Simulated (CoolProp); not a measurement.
A single-stage vapour-compression cycle with the fluid: evaporating at 260.15 K (dew point), condensing at 293.15 K (bubble point), superheat 5 K, subcooling 5 K, compressor efficiency 0.75, no pressure losses. The same conditions are run with several fluids, on thermodynamics alone (safety and materials aside).

Model: reference Helmholtz-energy equation of state of each fluid (R236FA: Pan 2012; cis-2-butene: Lemmon 2005; R142b: Lemmon 2006; R410A: Lemmon 2003; carbonyl sulfide: Lemmon 2006; R11: Jacobsen 1992), in CoolProp. Blends and air are pseudo-pure fits.

Problem. Rank R236FA, cis-2-butene, R142b, R410A, carbonyl sulfide, R11 by cooling COP, highest first.

Solution. R11 (5.51), cis-2-butene (5.47), R142b (5.42), R236FA (5.31), carbonyl sulfide (5.24), R410A (5.08)

| fluid | pressure ratio | discharge temperature (K) | refrigerating effect (kJ/kg) | volumetric capacity (kJ/m³) |
|---|---|---|---|---|
| R236FA | 3.75 | 300.8 | 135 | 589 |
| cis-2-butene | 3.55 | 316.6 | 377 | 501 |
| R142b | 3.34 | 313.0 | 194 | 792 |
| R410A | 2.81 | 323.2 | 199 | 3810 |
| carbonyl sulfide | 2.61 | 340.2 | 249 | 3170 |
| R11 | 3.98 | 321.6 | 173 | 243 |
